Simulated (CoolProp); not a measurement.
Vapour-liquid equilibrium of carbon dioxide (1) + n-butane (2) at 260.2 K; x and y are mole fractions of (1).

Computed with CoolProp (multi-fluid Helmholtz-energy mixture model, Span 1996 and Bücker 2006; pair parameters Kunz 2012).

**Question.** Give the bubble pressure and the first vapour's composition at x = 0.05, 0.2, 0.65. Is there an azeotrope?

**Answer.** x = 0.05: 2.793 bar, y = 0.776; x = 0.2: 8.856 bar, y = 0.928; x = 0.65: 17.94 bar, y = 0.968. No azeotrope shows between x = 0.05 and 0.95.

Pair parameters are fitted to limited data, so mixtures are less certain than the pure fluids. With so large a gap from Raoult's law the liquid may split in two, which this calculation doesn't test in full.
